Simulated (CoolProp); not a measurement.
A Linde-Hampson liquefier for normal hydrogen: isothermal reversible compression at 290 K from 1 atm to 25 MPa, throttling to 1 atm, return gas leaving the recuperator 10 K below the feed. Each further row changes one setting.

The numbers come from the reference Helmholtz-energy equation of state, Leachman 2009 in CoolProp.

| case | compression work (kJ/kg of gas) |
|---|---|
| as stated | 6770 |
| high pressure 50 MPa | 7790 |
| warm-end temperature 320 K | 7460 |
| warm-end gap 15 K | 6770 |
